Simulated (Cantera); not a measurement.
**Adiabatic ignition**

An adiabatic, constant-pressure homogeneous reactor starts with C3H8 : O2 : N2 = 1 : 13.9 : 52.2 (molar parts), at 1723 K and 1.80 bar.

Detailed kinetics in Cantera: GRI-Mech 3.0 (53 species, 325 reactions). GRI-Mech 3.0 was tuned for natural gas; its chemistry of propane as a main component is partial and can be far from experiment.

```json
[
 {"t (s)": "8.00e-6", "T (K)": "1791", "x C3H8": "0.00158", "x O2": "0.186", "x H2O": "0.0138", "x HO2": "0.000807", "x O": "0.000451"},
 {"t (s)": "2.25e-5", "T (K)": "2124", "x C3H8": "<1e-12", "x O2": "0.130", "x H2O": "0.0463", "x HO2": "1.35e-5", "x O": "0.0165"},
 {"t (s)": "6.35e-5", "T (K)": "2269", "x C3H8": "<1e-12", "x O2": "0.126", "x H2O": "0.0483", "x HO2": "8.50e-6", "x O": "0.0126"},
 {"t (s)": "0.000179", "T (K)": "2392", "x C3H8": "<1e-12", "x O2": "0.127", "x H2O": "0.0525", "x HO2": "6.26e-6", "x O": "0.00543"},
 {"t (s)": "0.000504", "T (K)": "2438", "x C3H8": "<1e-12", "x O2": "0.128", "x H2O": "0.0543", "x HO2": "7.11e-6", "x O": "0.00298"},
 {"t (s)": "0.00142", "T (K)": "2439", "x C3H8": "<1e-12", "x O2": "0.128", "x H2O": "0.0544", "x HO2": "7.15e-6", "x O": "0.00285"},
 {"t (s)": "0.00400", "T (K)": "2436", "x C3H8": "<1e-12", "x O2": "0.127", "x H2O": "0.0545", "x HO2": "7.05e-6", "x O": "0.00280"},
 {"t (s)": "0.0113", "T (K)": "2428", "x C3H8": "<1e-12", "x O2": "0.125", "x H2O": "0.0546", "x HO2": "6.84e-6", "x O": "0.00267"},
 {"t (s)": "0.0317", "T (K)": "2419", "x C3H8": "<1e-12", "x O2": "0.122", "x H2O": "0.0548", "x HO2": "6.57e-6", "x O": "0.00251"},
 {"t (s)": "0.0894", "T (K)": "2415", "x C3H8": "<1e-12", "x O2": "0.121", "x H2O": "0.0548", "x HO2": "6.46e-6", "x O": "0.00245"},
 {"t (s)": "0.252", "T (K)": "2415", "x C3H8": "<1e-12", "x O2": "0.121", "x H2O": "0.0548", "x HO2": "6.46e-6", "x O": "0.00245"},
 {"t (s)": "0.710", "T (K)": "2415", "x C3H8": "<1e-12", "x O2": "0.121", "x H2O": "0.0548", "x HO2": "6.46e-6", "x O": "0.00245"},
 {"t (s)": "2.00", "T (K)": "2415", "x C3H8": "<1e-12", "x O2": "0.121", "x H2O": "0.0548", "x HO2": "6.46e-6", "x O": "0.00245"}
]
```
x: mole fraction; the columns are a selection and need not sum to one.

The time of steepest temperature rise is 10.8 µs and the temperature at 2.00 s is 2415 K. The equilibrium temperature comes out as 2415 K. The x(C3H8) at 2.00 s is <1e-12 (gas-phase equilibrium <1e-12), the x(O2) at 2.00 s comes out as 0.121 (gas-phase equilibrium 0.121) and the x(H2O) at 2.00 s is 0.0548 (gas-phase equilibrium 0.0548).
